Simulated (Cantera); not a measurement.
Cantera with NASA thermochemical tables; ideal gases at 1 bar, condensed phases pure. Values are per mole of reaction as written; species without (g) are pure solids or liquids, kept so even where they would boil at 1 bar.

2 H(g) + MgBr₂ = Mg(g) + 2 HBr(g), with ΔH° = 162.4 kJ and ΔS° = 199.3 J/K at 300 K.

### Question
How far is the shortcut ΔG° ≈ ΔH°(300 K) − T·ΔS°(300 K) from the full temperature-dependent value at 398, 598, 798, 998, 1198, 1398, 1598 K?

### Answer
```json
[
 {"T (K)": "398", "shortcut (kJ)": "83.1", "full (kJ)": "83.7", "difference (kJ)": "-0.5", "difference in log10 K": "0.07", "condensed phases": "MgBr₂(s)"},
 {"T (K)": "598", "shortcut (kJ)": "43.3", "full (kJ)": "47.7", "difference (kJ)": "-4.5", "difference in log10 K": "0.39", "condensed phases": "MgBr₂(s)"},
 {"T (K)": "798", "shortcut (kJ)": "3.4", "full (kJ)": "14.7", "difference (kJ)": "-11.2", "difference in log10 K": "0.74", "condensed phases": "MgBr₂(s)"},
 {"T (K)": "998", "shortcut (kJ)": "-36.4", "full (kJ)": "-15.6", "difference (kJ)": "-20.8", "difference in log10 K": "1.09", "condensed phases": "MgBr₂(l)"},
 {"T (K)": "1198", "shortcut (kJ)": "-76.3", "full (kJ)": "-36.4", "difference (kJ)": "-39.9", "difference in log10 K": "1.74", "condensed phases": "MgBr₂(l)"},
 {"T (K)": "1398", "shortcut (kJ)": "-116.1", "full (kJ)": "-55.2", "difference (kJ)": "-61.0", "difference in log10 K": "2.28", "condensed phases": "MgBr₂(l)"},
 {"T (K)": "1598", "shortcut (kJ)": "-156.0", "full (kJ)": "-72.3", "difference (kJ)": "-83.6", "difference in log10 K": "2.73", "condensed phases": "MgBr₂(l)"}
]
```
The shortcut ignores heat capacities and the phase changes listed.
